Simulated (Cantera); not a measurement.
Feed: 1 mol MgO, 5.8 mol CH4, 0.1 mol H2, held at 2400 K and 0.825 Torr.

Method: chemical equilibrium by Gibbs-energy minimisation in Cantera with the NASA 1993 tables (ideal gas, pure condensed phases). Candidate condensed phases: C, C6H6, C7H8, C8H18, H2O, Mg, MgCO3, MgO, Mg(OH)2; 116 gas species. The tables' values for MgH are old estimates; treat these amounts as uncertain. Equilibrium is a limit: real reactors are often held back by kinetics, nucleation or transport.

Base state: H2 0.527, H 0.348, CO 0.0603, Mg 0.0602, C2H2 (acetylene) 0.00368, C2H 0.000140, C3 8.92e-5, C 3.61e-5 (mole fractions); condensed: C(graphite).

Problem. What changes in the equilibrium state with this change: CH4 from 5.8 to 0.54 mol?

Solution. 
```
species            before     after
----------------  -------  --------
Mg                 0.0602     0.318
H                   0.348     0.201
H2                  0.527     0.176
H2O               1.10e-9    0.0913
OH                  <1e-9    0.0192
O                   <1e-9    0.0147
CO2                 <1e-9    0.0139
CO                 0.0603     0.159
C2H2 (acetylene)  0.00368     <1e-9
O2                  <1e-9   0.00314
MgO                 <1e-9   0.00136
MgOH                <1e-9  0.000812
C(graphite), mol     4.67         0
```
